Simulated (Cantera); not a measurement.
# Equilibrium for sublimation and decomposition of ceramics: Si₃N₄ + Si + H₂

Input: 1 mol Si₃N₄, 0.094 mol Si, 0.025 mol H₂.

These are equilibrium values from Cantera (NASA tables, ideal gas, pure condensed phases), not measurements of a reactor. Candidate condensed phases: Si, Si₃N₄; 18 gas species. Mutual solubility and eutectic melting of coexisting phases are not modelled. Kinetics and transport are ignored.

Problem. Map the stable condensed phases over T = 1250, 1400, 1550, 1700, 1850, 2000, 2150, 2300, 2450, 2600, 2750 °C and P in Pa = 1, 4.6, 22, 100, 460, 2200, 10000, 46000, 220000, 1000000.

Solution. 
```
T in °C \ P in Pa
               1     4.6      22     100     460    2200   10000   46000  220000 1000000
   2750        A       A       A       A       A       A       A       B       B       B
   2600        A       A       A       A       A       A       B       B       B       B
   2450        A       A       A       A       A       A       B       B       B       B
   2300        A       A       A       A       A       B       B       B       B       B
   2150        A       A       A       A       B       B       B       B       B       B
   2000        A       A       A       A       B       B       B       B       B       C
   1850        A       A       A       B       B       B       B       B       C       C
   1700        A       A       B       B       B       B       B       C       C       C
   1550        B       B       B       B       B       C       C       C       C       C
   1400        B       B       B       B       C       C       C       C       C       C
   1250        B       B       C       C       C       C       C       C       C       C
```
A: gas only; B: Si; C: Si + Si₃N₄.
